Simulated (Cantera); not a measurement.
Cantera run:

```python
import numpy as np
import cantera as ct

gas_names = """
    CL CL2 H HCL H2 Si SiCL SiCL2 SiCL3 SiCL4 SiH SiHCL3 SiH2 SiH2CL2 SiH3 SiH3CL SiH4 Si2 Si3
""".split()
cond_names = """
    Si(cr) Si(L)
""".split()


# ... load() reads the species with a 1 bar reference pressure and builds the phases ...
atoms = {
    'SiCl4': {'Si': 1, 'CL': 4},
    'H2': {'H': 2},
}
top_T = {}  # K; cautious upper limits of use, not melting points


# ... equilibrate(T, P, feed) seeds the gas with the atoms and calls Mixture.equilibrate('TP', solver="vcs", rtol=1e-11, max_steps=5000) ...
results = []
P = 190  # Pa
for T in [1148, 1298, 1448, 1598, 1748, 1898, 2048, 2198, 2348, 2498]:
    for m in [2.6, 3.3, 4.3, 5.6, 7.2, 9.4, 12, 16, 20, 27, 34, 45]:
        feed = {'SiCl4': 1, 'H2': m}  # mol
        mix = equilibrate(T, P, feed)
        results.append((T, P, feed, dict(zip(mix.species_names, mix.species_moles))))

for T, P, feed, n in results:
    print(f"{T:7g} {feed['H2']:10.4g}  " + (" + ".join(c for c in cond_names if n.get(c, 0) > 1e-12) or "gas only"))
```

Output:

```
   1148        2.6  gas only
   1148        3.3  gas only
   1148        4.3  gas only
   1148        5.6  Si(cr)
   1148        7.2  Si(cr)
   1148        9.4  Si(cr)
   1148         12  Si(cr)
   1148         16  Si(cr)
   1148         20  Si(cr)
   1148         27  Si(cr)
   1148         34  Si(cr)
   1148         45  Si(cr)
   1298        2.6  gas only
   1298        3.3  gas only
   1298        4.3  gas only
   1298        5.6  gas only
   1298        7.2  gas only
   1298        9.4  gas only
   1298         12  Si(cr)
   1298         16  Si(cr)
   1298         20  Si(cr)
   1298         27  Si(cr)
   1298         34  Si(cr)
   1298         45  Si(cr)
   1448        2.6  gas only
   1448        3.3  gas only
   1448        4.3  gas only
   1448        5.6  gas only
   1448        7.2  gas only
   1448        9.4  gas only
   1448         12  gas only
   1448         16  Si(cr)
   1448         20  Si(cr)
   1448         27  Si(cr)
   1448         34  Si(cr)
   1448         45  Si(cr)
   1598        2.6  gas only
   1598        3.3  gas only
   1598        4.3  gas only
   1598        5.6  gas only
   1598        7.2  gas only
   1598        9.4  gas only
   1598         12  gas only
   1598         16  Si(cr)
   1598         20  Si(cr)
   1598         27  Si(cr)
   1598         34  Si(cr)
   1598         45  Si(cr)
   1748        2.6  gas only
   1748        3.3  gas only
   1748        4.3  gas only
   1748        5.6  gas only
   1748        7.2  gas only
   1748        9.4  gas only
   1748         12  gas only
   1748         16  Si(L)
   1748         20  Si(L)
   1748         27  Si(L)
   1748         34  Si(L)
   1748         45  Si(L)
   1898        2.6  gas only
   1898        3.3  gas only
   1898        4.3  gas only
   1898        5.6  gas only
   1898        7.2  gas only
   1898        9.4  gas only
   1898         12  gas only
   1898         16  gas only
   1898         20  Si(L)
   1898         27  Si(L)
   1898         34  Si(L)
   1898         45  Si(L)
   2048        2.6  gas only
   2048        3.3  gas only
   2048        4.3  gas only
   2048        5.6  gas only
   2048        7.2  gas only
   2048        9.4  gas only
   2048         12  gas only
   2048         16  gas only
   2048         20  gas only
   2048         27  gas only
   2048         34  gas only
   2048         45  gas only
   2198        2.6  gas only
   2198        3.3  gas only
   2198        4.3  gas only
   2198        5.6  gas only
   2198        7.2  gas only
   2198        9.4  gas only
   2198         12  gas only
   2198         16  gas only
   2198         20  gas only
   2198         27  gas only
   2198         34  gas only
   2198         45  gas only
   2348        2.6  gas only
   2348        3.3  gas only
   2348        4.3  gas only
   2348        5.6  gas only
   2348        7.2  gas only
   2348        9.4  gas only
   2348         12  gas only
   2348         16  gas only
   2348         20  gas only
   2348         27  gas only
   2348         34  gas only
   2348         45  gas only
   2498        2.6  gas only
   2498        3.3  gas only
   2498        4.3  gas only
   2498        5.6  gas only
   2498        7.2  gas only
   2498        9.4  gas only
   2498         12  gas only
   2498         16  gas only
   2498         20  gas only
   2498         27  gas only
   2498         34  gas only
   2498         45  gas only
```

Equilibrium computed with Cantera from the NASA thermochemical tables; the gas is ideal and each condensed phase is pure. The tables' values for SiCl3 are old estimates.
